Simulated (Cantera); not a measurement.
What does this Cantera script print?

```python
import numpy as np
import cantera as ct

gas = ct.Solution("gri30.yaml")
gas.TPX = 1048, 1200000, {'CO': 1, 'H2': 0.074, 'O2': 0.942, 'N2': 3.54}
reactor = ct.IdealGasConstPressureReactor(gas, energy="on", clone=False)
net = ct.ReactorNet([reactor])
net.rtol, net.atol = 1e-08, 1e-16
show = ['CO', 'H2', 'O2', 'OH', 'H']
times = np.geomspace(2e-06, 6, 14)

steps = ct.SolutionArray(gas, extra=["t"])
rows = []
print(f"{'t/s':>10s}{'T/K':>9s}{'P/Pa':>11s}" + "".join(f"{s:>11s}" for s in show))
for t in times:
    while net.time < t:
        t_next = net.step()
        steps.append(gas.state, t=t_next)
    rows.append([np.interp(t, steps.t, y) for y in (steps.T, steps.P, *steps(*show).X.T)])
    print(f"{t:10.3e}{rows[-1][0]:9.1f}{rows[-1][1]:11.4g}" + "".join(f"{x:11.3e}" for x in rows[-1][2:]))
rate = np.gradient(steps.T, steps.t)
print("integrator steps:", len(steps.t))
if steps.T.max() > steps.T[0] + 200:
    print(f"time of steepest temperature rise: {steps.t[rate.argmax()]:.4e} s")
gas.TPX = 1048, 1200000, {'CO': 1, 'H2': 0.074, 'O2': 0.942, 'N2': 3.54}
gas.equilibrate("HP")
print(f"equilibrium (HP): T = {gas.T:.1f} K  " + "  ".join(f"{s} {gas[s].X[0]:.3e}" for s in show))
```

It prints:

```
       t/s      T/K       P/Pa         CO         H2         O2         OH          H
 2.000e-06   1048.0    1.2e+06  1.800e-01  1.332e-02  1.695e-01  1.048e-10  9.714e-11
 6.299e-06   1048.0    1.2e+06  1.800e-01  1.332e-02  1.695e-01  2.105e-10  1.746e-10
 1.984e-05   1048.0    1.2e+06  1.800e-01  1.332e-02  1.695e-01  4.320e-10  2.992e-10
 6.248e-05   1048.0    1.2e+06  1.800e-01  1.332e-02  1.695e-01  1.313e-09  7.857e-10
 1.968e-04   1048.1    1.2e+06  1.800e-01  1.332e-02  1.695e-01  7.611e-09  4.259e-09
 6.198e-04   1050.9    1.2e+06  1.797e-01  1.324e-02  1.694e-01  1.200e-07  6.561e-08
 1.952e-03   2146.6    1.2e+06  4.519e-02  3.907e-04  9.665e-02  3.731e-03  1.044e-03
 6.148e-03   2461.2    1.2e+06  5.948e-03  6.906e-05  7.897e-02  1.988e-03  5.109e-05
 1.936e-02   2452.5    1.2e+06  5.766e-03  6.735e-05  7.652e-02  1.921e-03  4.851e-05
 6.098e-02   2451.9    1.2e+06  5.753e-03  6.723e-05  7.634e-02  1.916e-03  4.832e-05
 1.921e-01   2451.9    1.2e+06  5.753e-03  6.723e-05  7.634e-02  1.916e-03  4.832e-05
 6.049e-01   2451.9    1.2e+06  5.753e-03  6.723e-05  7.634e-02  1.916e-03  4.832e-05
 1.905e+00   2451.9    1.2e+06  5.753e-03  6.723e-05  7.634e-02  1.916e-03  4.832e-05
 6.000e+00   2451.9    1.2e+06  5.753e-03  6.723e-05  7.634e-02  1.916e-03  4.832e-05
integrator steps: 1776
time of steepest temperature rise: 1.9441e-03 s
equilibrium (HP): T = 2451.9 K  CO 5.753e-03  H2 6.723e-05  O2 7.634e-02  OH 1.916e-03  H 4.832e-05
```

Cantera simulation using GRI-Mech 3.0 (53 species, 325 reactions); the numbers are that mechanism's predictions, not measurements. The hydrogen kinetics of GRI-Mech 3.0 are dated; newer H2 mechanisms differ, most at raised pressure. The pressure lies above the range GRI-Mech 3.0 was tuned for (to about 10 atm).
